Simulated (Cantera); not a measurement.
Feed: 1 mol NaI, 36 mol H₂, equilibrated at 7.43 Torr.

Equilibrium computed with Cantera from the NASA thermochemical tables; the gas is ideal and each condensed phase is pure. Candidate condensed phases: I₂, Na, NaI; 9 gas species. Rates play no part.

### Question
At 2023 K, list the 5 most abundant gas species with their mole fractions, and the condensed phases.

### Answer
H₂ 0.935, Na 0.0206, I 0.0196, H 0.0185, NaI 0.00557. Condensed: gas only.
